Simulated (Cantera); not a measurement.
A diamond (100) surface in a fixed gas of H2 with x(CH4) = 0.021, x(H) = 0.015, x(CH3) = 7.1e-05, 158 Torr; coverages are run to steady state.

Cantera simulation using the Harris–Goodwin 1993 mechanism for the reconstructed diamond (100) surface; the numbers are that mechanism's predictions, not measurements.

θ: site fractions in the mechanism's names (c6HH fully hydrogenated, c6H* and c6*H radical sites, c6** diradical, c6HM methylated).

```csv
T (K),growth (µm/h),θ c6HH,θ c6H*,θ c6*H,θ c6**,θ c6HM
900,4.68,0.689,0.0110,0.291,0.00443,…
975,7.03,0.617,0.0167,0.354,0.00820,…
1050,9.73,0.551,0.0235,0.409,0.0137,…
1125,12.3,0.491,0.0311,0.454,0.0212,…
1200,13.6,0.438,0.0391,0.491,0.0307,…
1275,11.9,0.392,0.0472,0.518,0.0421,…
1350,8.57,0.352,0.0551,0.537,0.0551,…
```

Q: Complete the blanks.

A: 
- 900, θ c6HM: 0.00399
- 975, θ c6HM: 0.00287
- 1050, θ c6HM: 0.00210
- 1125, θ c6HM: 0.00152
- 1200, θ c6HM: 0.00101
- 1275, θ c6HM: 0.000543
- 1350, θ c6HM: 0.000216
